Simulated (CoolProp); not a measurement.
Vapour-liquid equilibrium of ethylene (1) + n-butane (2) at 234.6 K; x and y are mole fractions of (1).

Values from CoolProp's multi-fluid Helmholtz-energy mixture model, Smukala 2000 and Bücker 2006; pair parameters Bell 2016.

```json
[
 {"x": "0.05", "bubble pressure, mixture model (kPa)": "107.9", "bubble pressure, Raoult's law (kPa)": "93.06", "y, mixture model": "0.833", "y, Raoult's law": "0.815"},
 {"x": "0.15", "bubble pressure, mixture model (kPa)": "247.5", "bubble pressure, Raoult's law (kPa)": "242.9", "y, mixture model": "0.929", "y, Raoult's law": "0.936"},
 {"x": "0.25", "bubble pressure, mixture model (kPa)": "363.7", "bubble pressure, Raoult's law (kPa)": "392.7", "y, mixture model": "0.954", "y, Raoult's law": "0.965"},
 {"x": "0.35", "bubble pressure, mixture model (kPa)": "476.8", "bubble pressure, Raoult's law (kPa)": "542.5", "y, mixture model": "0.967", "y, Raoult's law": "0.978"},
 {"x": "0.45", "bubble pressure, mixture model (kPa)": "598.1", "bubble pressure, Raoult's law (kPa)": "692.3", "y, mixture model": "0.976", "y, Raoult's law": "0.986"},
 {"x": "0.55", "bubble pressure, mixture model (kPa)": "733.5", "bubble pressure, Raoult's law (kPa)": "842.1", "y, mixture model": "0.983", "y, Raoult's law": "0.990"},
 {"x": "0.65", "bubble pressure, mixture model (kPa)": "885.3", "bubble pressure, Raoult's law (kPa)": "991.9", "y, mixture model": "0.988", "y, Raoult's law": "0.994"},
 {"x": "0.75", "bubble pressure, mixture model (kPa)": "1053", "bubble pressure, Raoult's law (kPa)": "1142", "y, mixture model": "0.992", "y, Raoult's law": "0.996"},
 {"x": "0.85", "bubble pressure, mixture model (kPa)": "1231", "bubble pressure, Raoult's law (kPa)": "1291", "y, mixture model": "0.996", "y, Raoult's law": "0.998"},
 {"x": "0.95", "bubble pressure, mixture model (kPa)": "1418", "bubble pressure, Raoult's law (kPa)": "1441", "y, mixture model": "0.999", "y, Raoult's law": "0.999"}
]
```

The largest gap from Raoult's law is +15.9 % in bubble pressure, at x = 0.05. No azeotrope shows between x = 0.05 and 0.95.

Pair parameters are fitted to limited data, so mixtures are less certain than the pure fluids. The gap from Raoult's law changes sign with composition, which may be real or a fault of the pair parameters; it wasn't checked against measurements.
